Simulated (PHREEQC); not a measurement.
Solution (65 °C): 0.0069 mol H3PO4 and 0.025 mol NiSO4 per kg of water. Closed to the air; pH follows from the charge balance.

All values are PHREEQC results (ion-association model, wateq4f.dat), not measurements.

Each row changes one thing in this solution. No solid was allowed to form.

```json
[
 {"case": "as made", "pH": "2.75", "ionic strength (mol/kgw)": "0.0638", "Ni+2 (mol/kgw)": "0.0162", "SO4-2 (mol/kgw)": "0.0131", "NiSO4 (mol/kgw)": "0.00880", "H2PO4- (mol/kgw)": "0.00524", "SI of Morenosite (NiSO4:7H2O)": "-2.37"},
 {"case": "H3PO4 replaced by Na2HPO4 at the same molality", "pH": "7.75", "ionic strength (mol/kgw)": "0.0829", "Ni+2 (mol/kgw)": "0.0157", "SO4-2 (mol/kgw)": "0.0158", "NiSO4 (mol/kgw)": "0.00866", "H2PO4- (mol/kgw)": "0.000689", "SI of Morenosite (NiSO4:7H2O)": "-2.37"},
 {"case": "temperature from 65 to 60 °C", "pH": "2.72", "ionic strength (mol/kgw)": "0.0642", "Ni+2 (mol/kgw)": "0.0162", "SO4-2 (mol/kgw)": "0.0133", "NiSO4 (mol/kgw)": "0.00877", "H2PO4- (mol/kgw)": "0.00522", "SI of Morenosite (NiSO4:7H2O)": "-2.33"},
 {"case": "H3PO4 replaced by KH2PO4 at the same molality", "pH": "…", "ionic strength (mol/kgw)": "0.0685", "Ni+2 (mol/kgw)": "0.0156", "SO4-2 (mol/kgw)": "0.0151", "NiSO4 (mol/kgw)": "0.00936", "H2PO4- (mol/kgw)": "0.00681", "SI of Morenosite (NiSO4:7H2O)": "-2.34"},
 {"case": "diluted 5-fold with water", "pH": "3.15", "ionic strength (mol/kgw)": "0.0157", "Ni+2 (mol/kgw)": "0.00382", "SO4-2 (mol/kgw)": "0.00340", "NiSO4 (mol/kgw)": "0.00118", "H2PO4- (mol/kgw)": "0.00121", "SI of Morenosite (NiSO4:7H2O)": "…"},
 {"case": "NiSO4 from 0.025 to 0.005 mol/kgw", "pH": "2.55", "ionic strength (mol/kgw)": "0.0181", "Ni+2 (mol/kgw)": "0.00406", "SO4-2 (mol/kgw)": "…", "NiSO4 (mol/kgw)": "0.000941", "H2PO4- (mol/kgw)": "0.00447", "SI of Morenosite (NiSO4:7H2O)": "-3.34"},
 {"case": "temperature from 65 to 55 °C", "pH": "2.70", "ionic strength (mol/kgw)": "0.0647", "Ni+2 (mol/kgw)": "0.0163", "SO4-2 (mol/kgw)": "0.0135", "NiSO4 (mol/kgw)": "0.00873", "H2PO4- (mol/kgw)": "0.00521", "SI of Morenosite (NiSO4:7H2O)": "-2.28"},
 {"case": "0.00051 mol/kgw KH2PO4 added", "pH": "2.76", "ionic strength (mol/kgw)": "0.0643", "Ni+2 (mol/kgw)": "0.0162", "SO4-2 (mol/kgw)": "0.0131", "NiSO4 (mol/kgw)": "0.00878", "H2PO4- (mol/kgw)": "0.00566", "SI of Morenosite (NiSO4:7H2O)": "-2.37"}
]
```

**Question.** Fill in the missing entries.

**Answer.** 
- H3PO4 replaced by KH2PO4 at the same molality, pH: 4.81
- diluted 5-fold with water, SI of Morenosite (NiSO4:7H2O): -3.25
- NiSO4 from 0.025 to 0.005 mol/kgw, SO4-2 (mol/kgw): 0.00274

H3PO4, which wateq4f.dat lacks, is added to it with the constant of phreeqc.dat. In wateq4f.dat the enthalpy of Ni(OH)2 has the wrong sign, so its saturation index can't be trusted away from 25 °C. At this temperature some constants are extrapolated from 25 °C, and those without enthalpy data are left unchanged. The database has no phosphate complexes of Ni.
